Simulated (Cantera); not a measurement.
A perfectly stirred reactor is fed with CH₄ : N₂ = 1.3 : 1.2 (molar parts), at 59.3 Torr; it is held at 1498 K, and followed from long to short residence time.

Detailed kinetics in Cantera: GRI-Mech 3.0 (53 species, 325 reactions). GRI-Mech 3.0 stops at C3 and has no aromatics, soot or wall deposition, so with more carbon than oxygen in the feed, carbon stays in small species such as C2H2 where larger ones or solid carbon would form.

Predict: x(CH₄) at τ = 7.50 s; x(C₂H₄) at τ = 7.50 s; x(CH₃) at τ = 7.50 s; x(C₂H₆) at τ = 7.50 s; x(C₂H) at τ = 7.50 s; x(CH₄) at τ = 41.0 ms; x(C₂H₄) at τ = 41.0 ms; x(CH₃) at τ = 41.0 ms; x(C₂H₆) at τ = 41.0 ms.


* **x(CH₄) at τ = 7.50 s**: 0.181
* **x(C₂H₄) at τ = 7.50 s**: 0.00173
* **x(CH₃) at τ = 7.50 s**: 0.000198
* **x(C₂H₆) at τ = 7.50 s**: 5.76e-5
* **x(C₂H) at τ = 7.50 s**: 1.10e-8
* **x(CH₄) at τ = 41.0 ms**: 0.511
* **x(C₂H₄) at τ = 41.0 ms**: 0.00196
* **x(CH₃) at τ = 41.0 ms**: 0.000475
* **x(C₂H₆) at τ = 41.0 ms**: 0.000401
